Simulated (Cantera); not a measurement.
Mixture: CH₄ : CO : O₂ : N₂ = 1 : 0.042 : 4.7 : 17.7 (molar parts), at 1.01 bar, adiabatic and at constant volume. Ignition delay is the time to a rise of 400 K.

Computed with Cantera and GRI-Mech 3.0 (53 species, 325 reactions).

### Question
What does this change do: 0.85 parts H2 added?

### Answer
```
quantity                                                before      after
--------------------------------------------------  ----------  ---------
delay at 1225 K                                        20.0 ms   0.588 ms
delay at 1325 K                                        5.41 ms   0.286 ms
delay at 1425 K                                        1.76 ms   0.157 ms
delay at 1525 K                                       0.687 ms    95.2 µs
delay at 1625 K                                       0.314 ms    61.5 µs
apparent activation energy between 1575 and 1675 K  160 kJ/mol  91 kJ/mol
```
Where the delays flatten at high temperature, the 400 K rule measures the pace of heat release, not the induction time.

### Question
What does this change do: pressure from 1.01 bar to 23.0 bar?

### Answer
```csv
quantity,before,after
delay at 1225 K,20.0 ms,1.09 ms
delay at 1325 K,5.41 ms,0.348 ms
delay at 1425 K,1.76 ms,0.129 ms
delay at 1525 K,0.687 ms,53.3 µs
delay at 1625 K,0.314 ms,24.1 µs
apparent activation energy between 1575 and 1675 K,160 kJ/mol,170 kJ/mol
```
The pressure lies above the range GRI-Mech 3.0 was tuned for (to about 10 atm).
